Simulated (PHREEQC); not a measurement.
A solution holds 47 mmol/kgw H2S and 66 mmol/kgw Na2CO3, at 16 °C. Closed to the air; pH follows from the charge balance.

The numbers come from PHREEQC with the ion-association model, phreeqc.dat.

### Question
The ionic strength comes out as 0.136 mol/kgw. What activity coefficients do OH-, CO3-2, Na+, HS-, NaCO3- get?

### Answer
OH- 0.74, CO3-2 0.36, Na+ 0.77, HS- 0.74, NaCO3- 0.77.

Precipitation was switched off in this run. Species that the database lacks are ignored.
